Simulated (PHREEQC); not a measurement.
A made-up water analysis in mg/kgw, 25 °C, pH 2.82, pe 10:

```json
[
 {"constituent": "Na", "mg/kgw": "1730"},
 {"constituent": "K", "mg/kgw": "352"},
 {"constituent": "Ca", "mg/kgw": "21.2"},
 {"constituent": "Mg", "mg/kgw": "263"},
 {"constituent": "Cl", "mg/kgw": "240"},
 {"constituent": "S(6) as SO4", "mg/kgw": "5140"},
 {"constituent": "F", "mg/kgw": "0.81"},
 {"constituent": "Cu(2)", "mg/kgw": "106"},
 {"constituent": "Zn", "mg/kgw": "15.3"},
 {"constituent": "Fe(3)", "mg/kgw": "16.7"}
]
```

Valence states are taken as typed.

Equilibrium calculation in PHREEQC: ion-association model, wateq4f.dat.

Each row changes one thing in this solution. This is a speciation only: nothing precipitates in the calculation.

| case | ionic strength (mol/kgw) | Na+ (mol/kgw) | SO4-2 (mol/kgw) | K+ (mol/kgw) | MgSO4 (mol/kgw) | Mg+2 (mol/kgw) | SI of Jarosite-Na (NaFe3(SO4)2(OH)6) | SI of Gypsum (CaSO4:2H2O) |
|---|---|---|---|---|---|---|---|---|
| as made | 0.138 | 0.0707 | 0.0386 | 0.00828 | 0.00566 | 0.00516 | -0.78 | -1.31 |
| Na from 1730 to 3460 mg/kgw | 0.172 | 0.143 | 0.0362 | 0.00837 | 0.00511 | 0.00571 | -0.45 | -1.36 |
| K from 352 to 176 mg/kgw | 0.136 | 0.0707 | 0.0388 | 0.00414 | 0.00570 | 0.00512 | -0.78 | -1.31 |
| temperature from 25 to 15 °C at the same typed pH | 0.141 | 0.0708 | 0.0398 | 0.00837 | 0.00507 | 0.00575 | -1.40 | -1.28 |

Some of these states are supersaturated (in Jarosite-K, Hematite (slow to form), for instance). Fluoro complexes past AlF4- and FeF3 are missing from the database.
